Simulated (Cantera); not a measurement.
Feed: 1 mol SiH4, 0.052 mol HCl, 3.2 mol H2, held at 0.170 bar.

These are equilibrium values from Cantera (NASA tables, ideal gas, pure condensed phases), not measurements of a reactor. Candidate condensed phases: Si; 19 gas species. The tables' values for SiCl are old estimates; treat these amounts as uncertain. Gases not in the tables: Si2H6 and higher silanes. Kinetics and transport are ignored.

**Question.** At 1948 K, list the 7 most abundant gas species with their mole fractions, and the condensed phases.

**Answer.** H2 0.987, HCl 0.00939, H 0.00272, SiCl2 0.000228, Si 0.000137, SiH2 7.74e-5, SiH 4.30e-5. Condensed: Si(l).
